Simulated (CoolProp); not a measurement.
20 sccm (0 °C, 1 atm) of nitrogen bubbles through liquid isohexane at 308 K and leaves saturated at a total pressure of 0.15 MPa (ideal gas phase). Each further row changes one setting.

Values from CoolProp's reference Helmholtz-energy equation of state, Lemmon 2006. It is a short technical equation, of lower accuracy than the large ones.

```tsv
case	vapour pressure (kPa)	mole fraction of vapour	delivery (mg/min)	delivery (sccm)	change of delivery for a bath 1 K warmer (%)
as stated	41.8	0.279	29.7	7.72	5.5
bath temperature 313 K	50.4	0.336	38.9	10.1	5.7
total pressure 0.3 MPa	41.8	0.139	12.4	3.24	4.5
```
